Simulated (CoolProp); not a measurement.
Properties of dodecamethylcyclohexasiloxane (D6) along the isotherm 620 K (Tc = 645.8 K, pc = 0.9614 MPa, ω = 0.736).

Values from CoolProp's reference Helmholtz-energy equation of state, Colonna 2008. It is a short technical equation, of lower accuracy than the large ones.

```
p (MPa)   phase  cp (kJ/(kg K))  cv (kJ/(kg K))  speed of sound (m/s)  Joule-Thomson coefficient (K/MPa)  isothermal compressibility (1/MPa)
-------  ------  --------------  --------------  --------------------  ---------------------------------  ----------------------------------
0.0152      gas           1.958           1.939                 107.3                              9.788                               66.30
0.0237      gas           1.958           1.939                 106.9                              9.849                               42.71
0.0369      gas           1.959           1.939                 106.2                              9.946                               27.62
0.0574      gas           1.961           1.939                 105.1                              10.10                               17.95
0.0894      gas           1.963           1.940                 103.3                              10.36                               11.73
0.139       gas           1.967           1.941                 100.5                              10.81                               7.766
0.217       gas           1.974           1.942                 95.87                              11.63                               5.233
0.337       gas           1.991           1.945                 88.14                              13.34                               3.702
0.525       gas           2.054           1.954                 73.26                              18.50                               2.993
0.818    liquid           2.401           1.978                 129.4                              2.750                              0.1425
1.27     liquid           2.305           1.978                 157.8                              1.687                             0.08749
1.98     liquid           2.242           1.978                 189.4                              1.014                             0.05629
3.09     liquid           2.198           1.979                 225.8                             0.5565                             0.03691
4.81     liquid           2.166           1.980                 268.1                             0.2413                             0.02449
```
